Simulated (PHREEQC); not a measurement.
Solution (25 °C): 0.0095 mol/kgw CdCl2. It is in equilibrium with CO2 at log p = -2 (atm). Otherwise closed; pH follows from the charge balance.

Computed with PHREEQC (ion-association model, phreeqc.dat).

This is a speciation only: nothing precipitates in the calculation.

### Question
Order these Cl species by the share of Cl that they hold, largest first: CdCl2, CdCl+, Cl-.

### Answer
Cl- (76 %), CdCl+ (22 %), CdCl2 (2.0 %)

The pH is 4.88 and the ionic strength 0.0197 mol/kgw.
